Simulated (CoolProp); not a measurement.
The numbers come from the reference Helmholtz-energy equation of state, Schroeder 2014 in CoolProp.

### Question
For ethanol, give the phase and the cv (kJ/(kg K)), speed of sound (m/s), viscosity (µPa s), conductivity (mW/(m K)) at 196.75 °C and 101 kPa; 313.45 °C and 101 kPa.

### Answer
- 196.75 °C and 101 kPa: gas; cv 1.82, speed of sound 304, viscosity 13.9, conductivity 34.3
- 313.45 °C and 101 kPa: gas; cv 2.14, speed of sound 338, viscosity 17.2, conductivity 49.2

Viscosity comes from a separate model (Kiselev 2005). Thermal conductivity comes from a separate model (Assael 2013).
